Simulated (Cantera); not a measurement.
An adiabatic, constant-pressure homogeneous reactor starts with H2 : O2 : N2 = 1 : 1.16 : 4.37 (molar parts), at 1400 K and 3.00 bar. Integrator tolerance rtol = 1e-08.

Model: the H2/O2 subset of GRI-Mech 3.0, which has no nitrogen chemistry, integrated in Cantera. The hydrogen kinetics of GRI-Mech 3.0 are dated; newer H2 mechanisms differ, most at raised pressure.

What does this change do: pressure from 3.00 bar to 4.90 bar?


```tsv
quantity	before	after
time of steepest temperature rise	7.10 µs	4.56 µs
temperature at 0.600 s	2418 K	2425 K
equilibrium temperature	2418 K	2425 K
x(H2) at 0.600 s	0.00112 (gas-phase equilibrium 0.00112)	0.000912 (gas-phase equilibrium 0.000912)
x(O2) at 0.600 s	0.107 (gas-phase equilibrium 0.107)	0.107 (gas-phase equilibrium 0.107)
x(H2O) at 0.600 s	0.159 (gas-phase equilibrium 0.159)	0.160 (gas-phase equilibrium 0.160)
x(H2O2) at 0.600 s	5.29e-7 (gas-phase equilibrium 5.29e-7)	6.92e-7 (gas-phase equilibrium 6.92e-7)
x(HO2) at 0.600 s	1.14e-5 (gas-phase equilibrium 1.14e-5)	1.33e-5 (gas-phase equilibrium 1.33e-5)
x(OH) at 0.600 s	0.00899 (gas-phase equilibrium 0.00899)	0.00819 (gas-phase equilibrium 0.00819)
```
